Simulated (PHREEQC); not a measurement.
Consider water at 25 °C with 0.081 mol NH4HF2, 0.00059 mol H2SiF6, 0.07 mol H3PO4 and 0.0079 mol HCl per kg of water. Closed to the air; pH follows from the charge balance.

All values are PHREEQC results (ion-association model, phreeqc.dat), not measurements.

- pH: 2.32
- ionic strength: 0.0873 mol/kgw
- density: 1.003 g/cm³
- total alkalinity: -162 meq/kg

```json
[
 {"species": "HF", "molality": "0.119", "activity": "0.122", "log γ": "0.009"},
 {"species": "NH4+", "molality": "0.0810", "activity": "0.0613", "log γ": "-0.121"},
 {"species": "H2PO4-", "molality": "0.0453", "activity": "0.0361", "log γ": "-0.099"},
 {"species": "H3PO4", "molality": "0.0247", "activity": "0.0252", "log γ": "0.009"},
 {"species": "F-", "molality": "0.0222", "activity": "0.0171", "log γ": "-0.112"},
 {"species": "HF2-", "molality": "0.0101", "activity": "0.00801", "log γ": "-0.103"},
 {"species": "Cl-", "molality": "0.00790", "activity": "0.00613", "log γ": "-0.110"}
]
```

No solid was allowed to form. SiF6-2 is the database's only silicon fluoride.
